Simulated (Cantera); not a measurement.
Charge: 1 mol HMDSO, 0.97 mol N₂O, 0.37 mol H₂, at 827 °C and 0.330 Torr.

These are equilibrium values from Cantera (NASA tables, ideal gas, pure condensed phases), not measurements of a reactor. Candidate condensed phases: C, C₆H₆, C₇H₈, C₈H₁₈, H₂O, Si, SiC, SiO₂, Si₂N₂O, Si₃N₄; 151 gas species. The feed counts by its element totals alone. Mutual solubility and eutectic melting of coexisting phases are not modelled. Kinetics and transport are ignored.

Base state: H₂ 0.922, CO 0.0739, N₂ 0.00424, CH₄ 1.34e-5 (mole fractions); condensed: C(graphite) + SiO₂(β-quartz) + Si₂N₂O(s).

### Question
What changes in the equilibrium state with this change: N₂O from 0.97 to 1.3 mol?

### Answer
```csv
species,before,after
H₂,0.922,0.854
CO,0.0739,0.119
N₂,0.00424,0.0273
CH₄,1.34e-5,1.15e-5
"C(graphite), mol",5.25,4.70
"SiO₂(β-quartz), mol",0.146,0
"Si₂N₂O(s), mol",0.927,1.00
```
